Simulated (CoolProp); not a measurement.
Vapour-liquid equilibrium of sulfur dioxide (1) + toluene (2) at 0.629 MPa; x and y are mole fractions of (1).

The numbers come from the multi-fluid Helmholtz-energy mixture model, Gao 2016 and Lemmon 2006; pair parameters Bell 2016 in CoolProp.

```json
[
 {"x": "0.05", "bubble temperature (°C)": "166.8", "y at the bubble point": "0.366", "dew temperature at overall composition x (°C)": "187.4", "liquid density (mol/L)": "8.009"},
 {"x": "0.125", "bubble temperature (°C)": "136.4", "y at the bubble point": "0.693", "dew temperature at overall composition x (°C)": "182.9", "liquid density (mol/L)": "8.787"},
 {"x": "0.2", "bubble temperature (°C)": "113.3", "y at the bubble point": "0.842", "dew temperature at overall composition x (°C)": "178.2", "liquid density (mol/L)": "9.530"},
 {"x": "0.275", "bubble temperature (°C)": "96.4", "y at the bubble point": "0.912", "dew temperature at overall composition x (°C)": "173.3", "liquid density (mol/L)": "10.26"},
 {"x": "0.35", "bubble temperature (°C)": "83.7", "y at the bubble point": "0.947", "dew temperature at overall composition x (°C)": "168.0", "liquid density (mol/L)": "11.00"},
 {"x": "0.425", "bubble temperature (°C)": "74.0", "y at the bubble point": "0.966", "dew temperature at overall composition x (°C)": "162.3", "liquid density (mol/L)": "11.77"},
 {"x": "0.5", "bubble temperature (°C)": "66.5", "y at the bubble point": "0.977", "dew temperature at overall composition x (°C)": "156.1", "liquid density (mol/L)": "12.58"},
 {"x": "0.575", "bubble temperature (°C)": "60.5", "y at the bubble point": "0.985", "dew temperature at overall composition x (°C)": "149.2", "liquid density (mol/L)": "13.46"},
 {"x": "0.65", "bubble temperature (°C)": "55.6", "y at the bubble point": "0.989", "dew temperature at overall composition x (°C)": "141.4", "liquid density (mol/L)": "14.42"},
 {"x": "0.725", "bubble temperature (°C)": "51.5", "y at the bubble point": "0.993", "dew temperature at overall composition x (°C)": "132.3", "liquid density (mol/L)": "15.47"},
 {"x": "0.8", "bubble temperature (°C)": "47.9", "y at the bubble point": "0.995", "dew temperature at overall composition x (°C)": "121.1", "liquid density (mol/L)": "16.66"},
 {"x": "0.875", "bubble temperature (°C)": "44.7", "y at the bubble point": "0.997", "dew temperature at overall composition x (°C)": "106.2", "liquid density (mol/L)": "17.99"},
 {"x": "0.95", "bubble temperature (°C)": "41.8", "y at the bubble point": "0.999", "dew temperature at overall composition x (°C)": "82.3", "liquid density (mol/L)": "19.51"}
]
```

No azeotrope shows between x = 0.05 and 0.95.

Pair parameters are fitted to limited data, so mixtures are less certain than the pure fluids.
